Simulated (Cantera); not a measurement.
Pyrogenic steam for wet oxidation

A perfectly stirred reactor is fed with H2 : O2 : N2 = 1 : 1 : 1.1 (molar parts), at 0.424 atm; it is held at 1225 K, and followed from long to short residence time.

Cantera simulation using the H2/O2 subset of GRI-Mech 3.0, which has no nitrogen chemistry; the numbers are that mechanism's predictions, not measurements. The temperature is held fixed by assumption; the heat of reaction is taken as removed at once.

```json
[
 {"τ (s)": "3.6", "x H2": "8.37e-5", "x O2": "0.192", "x H2O": "0.384", "x O": "8.22e-6", "x OH": "0.000152"},
 {"τ (s)": "1.8", "x H2": "0.000134", "x O2": "0.192", "x H2O": "0.384", "x O": "1.34e-5", "x OH": "0.000189"},
 {"τ (s)": "0.88", "x H2": "0.000217", "x O2": "0.192", "x H2O": "0.384", "x O": "2.23e-5", "x OH": "0.000238"},
 {"τ (s)": "0.44", "x H2": "0.000346", "x O2": "0.192", "x H2O": "0.384", "x O": "3.67e-5", "x OH": "0.000297"},
 {"τ (s)": "0.22", "x H2": "0.000551", "x O2": "0.192", "x H2O": "0.384", "x O": "6.04e-5", "x OH": "0.000372"},
 {"τ (s)": "0.11", "x H2": "0.000871", "x O2": "0.192", "x H2O": "0.383", "x O": "9.93e-5", "x OH": "0.000468"},
 {"τ (s)": "0.053", "x H2": "0.00140", "x O2": "0.193", "x H2O": "0.383", "x O": "0.000167", "x OH": "0.000599"},
 {"τ (s)": "0.026", "x H2": "0.00219", "x O2": "0.193", "x H2O": "0.381", "x O": "0.000276", "x OH": "0.000771"},
 {"τ (s)": "0.013", "x H2": "0.00335", "x O2": "0.193", "x H2O": "0.380", "x O": "0.000446", "x OH": "0.000994"},
 {"τ (s)": "0.0065", "x H2": "0.00506", "x O2": "0.194", "x H2O": "0.377", "x O": "0.000711", "x OH": "0.00129"}
]
```
x: mole fraction; the columns are a selection and need not sum to one.
